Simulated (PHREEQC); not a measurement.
Make-up at 25 °C: 0.037 mol HCl, 0.00099 mol CuSO4 and 0.0092 mol KCl per kg of water. Closed to the air; pH follows from the charge balance.

Model: ion-association model, wateq4f.dat, run in PHREEQC.

pH: 1.51
ionic strength: 0.0488 mol/kgw
total alkalinity: -37.0 meq/kg

| species | molality | activity | log γ |
|---|---|---|---|
| Cl- | 0.0461 | 0.0376 | -0.089 |
| H+ | 0.0364 | 0.0311 | -0.068 |
| K+ | 0.00919 | 0.00749 | -0.089 |
| Cu+2 | 0.000919 | 0.000446 | -0.314 |
| HSO4- | 0.000609 | 0.000501 | -0.085 |
| SO4-2 | 0.000356 | 0.000166 | -0.333 |
| CuCl+ | 5.52e-5 | 4.51e-5 | -0.087 |
| CuSO4 | 1.49e-5 | 1.51e-5 | 0.005 |
| KSO4- | 1.05e-5 | 8.71e-6 | -0.081 |

No solid was allowed to form.
